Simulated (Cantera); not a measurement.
Charge: 1 mol CH3SiH3, 0.13 mol C2H4, 1900 mol H2, 0.03 mol C2H2, equilibrated at 1500 K and 0.310 bar.

Method: chemical equilibrium by Gibbs-energy minimisation in Cantera with the NASA 1993 tables (ideal gas, pure condensed phases). Candidate condensed phases: C, C6H6, C7H8, C8H18, Si, SiC; 87 gas species. The feed counts by its element totals alone. Kinetics and transport are ignored.

Base state: H2 1.000, CH4 0.000167, H 3.16e-5 (mole fractions); condensed: SiC(s).

### Question
What changes in the equilibrium state with this change: pressure from 0.310 bar to 1.40 mbar?

### Answer
```csv
species,before,after
H2,1.000,1.000
H,3.16e-5,0.000470
CH4,0.000167,3.59e-6
"SiC(s), mol",1.000,1.000
"C(graphite), mol",0,0.279
```
